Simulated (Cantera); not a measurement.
Charge: 1 mol Al, 0.59 mol Cl2, 2.1 mol N2.

Points: T (K) = 1023, 1073, 1123, 1173, 1223, 1273, 1323, 1373, 1423, 1473; P (Pa) = 1, 6.8, 46, 320, 2200, 15000, 100000.

Cantera's Mixture.equilibrate('TP', solver="vcs", rtol=1e-11, max_steps=5000) on the NASA tables stopped like this:

```
ERROR: FAILURE its = 5001!

*******************************************************************************
CanteraError thrown by MultiPhase::equilibrate:
VCS solver failed. Return code: -1
*******************************************************************************
```

What got this run through?

This is not unique; one that fits is The failure is numerical, not chemical. The same input converged with solver="gibbs", rtol=1e-10, max_steps=50000, and the result passed a check of the equilibrium conditions:
```
   1023          1  ALN(s)
   1073          1  ALN(s)
   1123          1  ALN(s)
   1173          1  ALN(s)
   1223          1  ALN(s)
   1273          1  ALN(s)
   1323          1  ALN(s)
   1373          1  gas only
   1423          1  gas only
   1473          1  gas only
   1023        6.8  ALN(s)
   1073        6.8  ALN(s)
   1123        6.8  ALN(s)
   1173        6.8  ALN(s)
   1223        6.8  ALN(s)
   1273        6.8  ALN(s)
   1323        6.8  ALN(s)
   1373        6.8  ALN(s)
   1423        6.8  ALN(s)
   1473        6.8  gas only
   1023         46  ALN(s)
   1073         46  ALN(s)
   1123         46  ALN(s)
   1173         46  ALN(s)
   1223         46  ALN(s)
   1273         46  ALN(s)
   1323         46  ALN(s)
   1373         46  ALN(s)
   1423         46  ALN(s)
   1473         46  ALN(s)
   1023        320  ALN(s)
   1073        320  ALN(s)
   1123        320  ALN(s)
   1173        320  ALN(s)
   1223        320  ALN(s)
   1273        320  ALN(s)
   1323        320  ALN(s)
   1373        320  ALN(s)
   1423        320  ALN(s)
   1473        320  ALN(s)
   1023       2200  ALN(s)
   1073       2200  ALN(s)
   1123       2200  ALN(s)
   1173       2200  ALN(s)
   1223       2200  ALN(s)
   1273       2200  ALN(s)
   1323       2200  ALN(s)
   1373       2200  ALN(s)
   1423       2200  ALN(s)
   1473       2200  ALN(s)
   1023    1.5e+04  ALN(s)
   1073    1.5e+04  ALN(s)
   1123    1.5e+04  ALN(s)
   1173    1.5e+04  ALN(s)
   1223    1.5e+04  ALN(s)
   1273    1.5e+04  ALN(s)
   1323    1.5e+04  ALN(s)
   1373    1.5e+04  ALN(s)
   1423    1.5e+04  ALN(s)
   1473    1.5e+04  ALN(s)
   1023      1e+05  ALN(s)
   1073      1e+05  ALN(s)
   1123      1e+05  ALN(s)
   1173      1e+05  ALN(s)
   1223      1e+05  ALN(s)
   1273      1e+05  ALN(s)
   1323      1e+05  ALN(s)
   1373      1e+05  ALN(s)
   1423      1e+05  ALN(s)
   1473      1e+05  ALN(s)
```

The gas is ideal and each condensed phase is pure. The tables' values for AlCl2 are old estimates.
